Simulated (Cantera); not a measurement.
A closed system holds: 1 mol CuO, 0.5 mol CH4, 6.6 mol N2, held at 66.8 Torr.

Method: chemical equilibrium by Gibbs-energy minimisation in Cantera with the NASA 1993 tables (ideal gas, pure condensed phases). Candidate condensed phases: C, C6H6, C7H8, C8H18, Cu, CuO, Cu(OH)2, Cu2O, H2O; 139 gas species. Rates play no part.

**Question.** Which condensed phases are stable at each of these points (T (°C)): 850, 950, 1050, 1150, 1250, 1350, 1450, 1550, 1650, 1750, 1850, 1950?

**Answer.** 
| T (°C) | condensed phases | Cu condensed (%) |
|---|---|---|
| 850 | Cu(s) | 100.0 |
| 950 | Cu(s) | 100.0 |
| 1050 | Cu(s) | 100.0 |
| 1150 | Cu(l) | 100.0 |
| 1250 | Cu(l) | 99.9 |
| 1350 | Cu(l) | 99.5 |
| 1450 | Cu(l) | 98.0 |
| 1550 | Cu(l) | 93.5 |
| 1650 | Cu(l) | 80.8 |
| 1750 | Cu(l) | 48.0 |
| 1850 | gas only | 0.0 |
| 1950 | gas only | 0.0 |

From 850 °C to 1050 °C the condensed part is Cu(s). From 1150 °C to 1750 °C the condensed part is Cu(l). From 1850 °C to 1950 °C nothing is condensed.
